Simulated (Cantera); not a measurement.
An isothermal, constant-pressure homogeneous reactor starts with CH4 : H2O : H2 = 1 : 1.3 : 1.4 (molar parts), at 1650 K and 97.5 Torr. Integrator tolerance rtol = 1e-08.

Detailed kinetics in Cantera: GRI-Mech 3.0 (53 species, 325 reactions).

Problem. What does this change do: pressure from 97.5 Torr to 0.570 bar?

Solution. 
| quantity | before | after |
|---|---|---|
| x(CH4) at 1.00 s | 0.0252 (gas-phase equilibrium 2.30e-8) | 0.0266 (gas-phase equilibrium 4.43e-7) |
| x(H2O) at 1.00 s | 0.234 (gas-phase equilibrium 0.0492) | 0.200 (gas-phase equilibrium 0.0492) |
| x(H2) at 1.00 s | 0.630 (gas-phase equilibrium 0.775) | 0.653 (gas-phase equilibrium 0.775) |
| x(HCO) at 1.00 s | 1.78e-9 (gas-phase equilibrium 4.66e-9) | 3.25e-9 (gas-phase equilibrium 9.76e-9) |
| x(C2H) at 1.00 s | 1.03e-7 (gas-phase equilibrium <1e-12) | 3.72e-8 (gas-phase equilibrium <1e-12) |
| x(CO) at 1.00 s | 0.0325 (gas-phase equilibrium 0.172) | 0.0569 (gas-phase equilibrium 0.172) |
| x(O2) at 1.00 s | 6.60e-11 (gas-phase equilibrium 4.33e-12) | 1.19e-11 (gas-phase equilibrium <1e-12) |
